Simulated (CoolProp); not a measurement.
c-C4F8 (RC318) at several states: fugacity coefficient from the reference equation and from simpler models built on Tc = 115.2 °C, pc = 2778 kPa, ω = 0.355; each cubic takes its own stable root.

Values from CoolProp's reference Helmholtz-energy equation of state, Platzer 1990. This equation is an older, rougher fit; its heat capacities, sound speeds and derivatives of the liquid may be far off and weren't checked against measurements.

```json
[
 {"T (°C)": "140.45", "p (kPa)": "973", "phase": "gas", "reference": "0.9088"},
 {"T (°C)": "202.35", "p (kPa)": "763", "phase": "gas", "reference": "0.9572"},
 {"T (°C)": "94.35", "p (kPa)": "627", "phase": "gas", "reference": "0.9107"},
 {"T (°C)": "-6.55", "p (kPa)": "1890", "phase": "liquid", "reference": "0.05547"},
 {"T (°C)": "49.35", "p (kPa)": "214", "phase": "gas", "reference": "0.9526"}
]
```

Q: How far does each simpler model (van der Waals, Redlich-Kwong, Soave-Redlich-Kwong, Peng-Robinson) lie from the reference over these 5 states: mean and median of the absolute difference, and the worst?

A: 
- van der Waals: mean 75.4 %, median 1.2 %, worst +373.6 % at -6.55 °C and 1890 kPa
- Redlich-Kwong: mean 20.8 %, median 0.7 %, worst +102.1 % at -6.55 °C and 1890 kPa
- Soave-Redlich-Kwong: mean 0.3 %, median 0.2 %, worst +0.6 % at -6.55 °C and 1890 kPa
- Peng-Robinson: mean 0.9 %, median 0.7 %, worst -1.4 % at 140.45 °C and 973 kPa
